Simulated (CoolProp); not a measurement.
A single-stage vapour-compression cycle with fluoroethane (R161): evaporating at 197.15 K (dew point), condensing at 242.15 K (bubble point), superheat 0 K, subcooling 8 K, compressor efficiency 0.6, no pressure losses. Each further row changes one setting.

The numbers come from the reference Helmholtz-energy equation of state, Wu 2012 in CoolProp.

| case | cooling COP | pressure ratio | discharge temperature (K) | refrigerating effect (kJ/kg) | volumetric capacity (kJ/m³) |
|---|---|---|---|---|---|
| as stated | ? | 11.7 | 345.4 | 392 | 134 |
| evaporating temperature 202.15 K | 2.71 | ? | 331.1 | 397 | 185 |
| condensing temperature 237.15 K | 2.63 | 9.41 | 331.9 | 402 | 137 |
| subcooling 13 K | 2.35 | 11.7 | 345.4 | 402 | 137 |
| superheat 10 K | 2.25 | 11.7 | 358.0 | 402 | 130 |
| compressor efficiency 0.5 | ? | 11.7 | 369.3 | 392 | 134 |

### Question
Some entries are withheld; supply them.

### Answer

- as stated, cooling COP: 2.29
- evaporating temperature 202.15 K, pressure ratio: 8.38
- compressor efficiency 0.5, cooling COP: 1.91
